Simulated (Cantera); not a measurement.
An isothermal, constant-pressure homogeneous reactor starts with 13.0 % CH₄, 62.3 % CO₂, 24.7 % H₂, at 1723 K and 500000 Pa.

Model: GRI-Mech 3.0 (53 species, 325 reactions), integrated in Cantera.

x: mole fraction; the columns are a selection and need not sum to one.

```tsv
t (s)	x CH₄	x CO₂	x H₂	x C₂H₆	x HCO
9.00e-6	0.130	0.623	0.247	8.75e-6	1.54e-10
5.13e-5	0.129	0.621	0.245	0.000151	…
0.000292	0.125	0.606	0.235	0.000213	…
0.00166	0.106	0.528	0.190	0.000195	…
0.00949	0.0432	0.326	0.103	7.31e-5	…
0.0541	0.0124	0.225	0.120	6.86e-6	…
0.308	0.00396	0.172	0.164	5.02e-7	5.21e-8
1.76	5.75e-6	0.163	0.173	1.04e-12	5.49e-8
10.0	9.75e-8	0.163	0.174	<1e-12	5.50e-8
```

Q: Complete the blanks.

A: 
- 5.13e-5, x HCO: 5.46e-9
- 0.000292, x HCO: 9.82e-9
- 0.00166, x HCO: 1.59e-8
- 0.00949, x HCO: 2.68e-8
- 0.0541, x HCO: 4.01e-8
